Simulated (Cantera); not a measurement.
A perfectly stirred reactor is fed with CH₄ : N₂ = 1 : 2.7 (molar parts), at 88000 Pa; it is held at 1875 K, and followed from long to short residence time.

Cantera simulation using GRI-Mech 3.0 (53 species, 325 reactions); the numbers are that mechanism's predictions, not measurements. GRI-Mech 3.0 stops at C3 and has no aromatics, soot or wall deposition, so with more carbon than oxygen in the feed, carbon stays in small species such as C2H2 where larger ones or solid carbon would form.

x: mole fraction; the columns are a selection and need not sum to one.

```tsv
τ (s)	x CH₄	x C₂H₆	x C₂H₄	x H₂	x HCN
22	0.00209	1.34e-7	0.000412	0.316	0.000525
7.7	…	…	0.000412	0.315	…
2.7	…	…	0.000411	0.314	…
0.95	0.00602	8.35e-7	0.000410	0.311	5.32e-5
0.33	0.00999	2.21e-6	0.000416	0.307	2.71e-5
0.12	0.0165	5.84e-6	0.000444	0.299	1.44e-5
0.041	0.0283	1.65e-5	0.000550	0.285	7.38e-6
0.014	0.0480	4.56e-5	0.000890	0.261	3.67e-6
0.0050	0.0774	0.000115	0.00178	0.225	1.74e-6
0.0017	0.120	0.000272	0.00392	0.172	6.93e-7
0.00061	0.169	0.000526	0.00721	0.111	2.34e-7
```

Q: Complete the blanks.

A: 
- 7.7, x CH₄: 0.00265
- 7.7, x C₂H₆: 1.92e-7
- 7.7, x HCN: 0.000225
- 2.7, x CH₄: 0.00382
- 2.7, x C₂H₆: 3.60e-7
- 2.7, x HCN: 0.000106
